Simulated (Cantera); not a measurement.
Cantera run, input and output.

```python
import numpy as np
import cantera as ct

gas = ct.Solution("h2o2.yaml")
gas.TPX = 1450, 550000, {'H2': 1, 'O2': 1.56, 'N2': 5.88}
reactor = ct.IdealGasConstPressureReactor(gas, energy="on", clone=False)
net = ct.ReactorNet([reactor])
net.rtol, net.atol = 1e-08, 1e-16
show = ['H2', 'O2', 'H', 'H2O', 'OH', 'O', 'HO2']
times = np.geomspace(1e-06, 9, 12)

steps = ct.SolutionArray(gas, extra=["t"])
rows = []
print(f"{'t/s':>10s}{'T/K':>9s}{'P/Pa':>11s}" + "".join(f"{s:>11s}" for s in show))
for t in times:
    while net.time < t:
        t_next = net.step()
        steps.append(gas.state, t=t_next)
    rows.append([np.interp(t, steps.t, y) for y in (steps.T, steps.P, *steps(*show).X.T)])
    print(f"{t:10.3e}{rows[-1][0]:9.1f}{rows[-1][1]:11.4g}" + "".join(f"{x:11.3e}" for x in rows[-1][2:]))
rate = np.gradient(steps.T, steps.t)
print("integrator steps:", len(steps.t))
if steps.T.max() > steps.T[0] + 200:
    print(f"time of steepest temperature rise: {steps.t[rate.argmax()]:.4e} s")
gas.TPX = 1450, 550000, {'H2': 1, 'O2': 1.56, 'N2': 5.88}
gas.equilibrate("HP")
print(f"equilibrium (HP): T = {gas.T:.1f} K  " + "  ".join(f"{s} {gas[s].X[0]:.3e}" for s in show))
```

It prints:

```
       t/s      T/K       P/Pa         H2         O2          H        H2O         OH          O        HO2
 1.000e-06   1450.0    5.5e+05  1.185e-01  1.848e-01  2.779e-06  4.254e-06  8.533e-07  1.051e-06  1.243e-06
 4.287e-06   1865.9    5.5e+05  9.192e-03  1.232e-01  1.503e-02  9.793e-02  1.482e-02  2.161e-02  1.337e-04
 1.838e-05   2236.7    5.5e+05  6.993e-04  1.309e-01  2.552e-04  1.214e-01  6.714e-03  1.762e-03  1.176e-05
 7.882e-05   2260.2    5.5e+05  2.411e-04  1.321e-01  5.257e-05  1.234e-01  4.098e-03  6.147e-04  8.638e-06
 3.379e-04   2260.3    5.5e+05  2.400e-04  1.321e-01  5.223e-05  1.234e-01  4.089e-03  6.119e-04  8.634e-06
 1.449e-03   2260.3    5.5e+05  2.400e-04  1.321e-01  5.223e-05  1.234e-01  4.089e-03  6.119e-04  8.634e-06
 6.212e-03   2260.3    5.5e+05  2.400e-04  1.321e-01  5.223e-05  1.234e-01  4.089e-03  6.119e-04  8.634e-06
 2.663e-02   2260.3    5.5e+05  2.400e-04  1.321e-01  5.223e-05  1.234e-01  4.089e-03  6.119e-04  8.634e-06
 1.142e-01   2260.3    5.5e+05  2.400e-04  1.321e-01  5.223e-05  1.234e-01  4.089e-03  6.119e-04  8.634e-06
 4.896e-01   2260.3    5.5e+05  2.400e-04  1.321e-01  5.223e-05  1.234e-01  4.089e-03  6.119e-04  8.634e-06
 2.099e+00   2260.3    5.5e+05  2.400e-04  1.321e-01  5.223e-05  1.234e-01  4.089e-03  6.119e-04  8.634e-06
 9.000e+00   2260.3    5.5e+05  2.400e-04  1.321e-01  5.223e-05  1.234e-01  4.089e-03  6.119e-04  8.634e-06
integrator steps: 1032
time of steepest temperature rise: 3.6543e-06 s
equilibrium (HP): T = 2260.3 K  H2 2.400e-04  O2 1.321e-01  H 5.223e-05  H2O 1.234e-01  OH 4.089e-03  O 6.119e-04  HO2 8.634e-06
```

Model: the H2/O2 subset of GRI-Mech 3.0, which has no nitrogen chemistry, integrated in Cantera. The hydrogen kinetics of GRI-Mech 3.0 are dated; newer H2 mechanisms differ, most at raised pressure.
